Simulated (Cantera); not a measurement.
Feed: 1 mol SiHCl3, 4.1 mol N2, at 1475 °C and 3.50 mbar.

These are equilibrium values from Cantera (NASA tables, ideal gas, pure condensed phases), not measurements of a reactor. Candidate condensed phases: NH4Cl, Si, Si3N4; 28 gas species. The tables' values for SiCl3, SiCl are old estimates; treat these amounts as uncertain. Rates play no part.

Base state: N2 0.674, SiCl2 0.154, HCl 0.148, SiCl3 0.00956, H2 0.00808, Cl 0.00491, SiCl4 0.00106, H 0.000348 (mole fractions); condensed: gas only.

**Question.** What changes in the equilibrium state with this change: SiHCl3 replaced by Si3H8?

**Answer.** 
```tsv
species	before	after
N2	0.674	0.505
H2	0.00808	0.492
H	0.000348	0.00271
SiCl2	0.154	0
HCl	0.148	0
Si	7.10e-6	0.000417
SiCl3	0.00956	0
Cl	0.00491	0
SiCl4	0.00106	0
SiCl	8.21e-5	0
Si(l), mol	0	3.00
```
The feed counts by its element totals alone. Gases not in the tables: Si2H6 and higher silanes.
